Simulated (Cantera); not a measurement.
Charge: 1 mol SiO₂, 1 mol HBr, equilibrated at 650 K and 293 Torr.

Cantera equilibrium calculation (NASA polynomials, part measured and part estimated; ideal gas, pure solids and liquids). Candidate condensed phases: Br₂, H₂O, Si, SiO₂; 28 gas species. Equilibrium is a limit: real reactors are often held back by kinetics, nucleation or transport.

Base state: HBr 1.000, H₂ 2.09e-5, Br₂ 2.09e-5 (mole fractions); condensed: SiO₂(α-quartz).

### Question
What changes in the equilibrium state with this change: temperature from 650 K to 1798.15 K?

### Answer
```json
[
 {"species": "HBr", "before": "1.000", "after": "0.861"},
 {"species": "Br", "before": "7.56e-8", "after": "0.0886"},
 {"species": "H₂", "before": "2.09e-5", "after": "0.0462"},
 {"species": "SiO", "before": "<1e-9", "after": "0.000229"},
 {"species": "SiBr₂", "before": "<1e-9", "after": "0.000188"},
 {"species": "H", "before": "<1e-9", "after": "0.000121"},
 {"species": "SiBr₃", "before": "<1e-9", "after": "6.43e-5"},
 {"species": "SiO₂(α-quartz), mol", "before": "1.000", "after": "0"},
 {"species": "SiO₂(condensed), mol", "before": "0", "after": "0.999"}
]
```
The tables' values for SiBr₃ are old estimates; treat these amounts as uncertain. The tables hold silica as quartz up to 1696 K and as liquid above; real silica turns to tridymite and cristobalite and melts near 1996 K.

### Question
What changes in the equilibrium state with this change: temperature from 650 K to 1148 K?

### Answer
| species | before | after |
|---|---|---|
| HBr | 1.000 | 0.995 |
| H₂ | 2.09e-5 | 0.00196 |
| Br | 7.56e-8 | 0.00147 |
| SiBr₄ | 1.16e-6 | 7.10e-5 |
| H₂O | 2.31e-6 | 0.000142 |
| Br₂ | 2.09e-5 | 0.00122 |
| SiO₂(α-quartz), mol | 1.000 | 0 |
| SiO₂(β-quartz), mol | 0 | 1.000 |
The tables hold silica as quartz up to 1696 K and as liquid above; real silica turns to tridymite and cristobalite and melts near 1996 K.
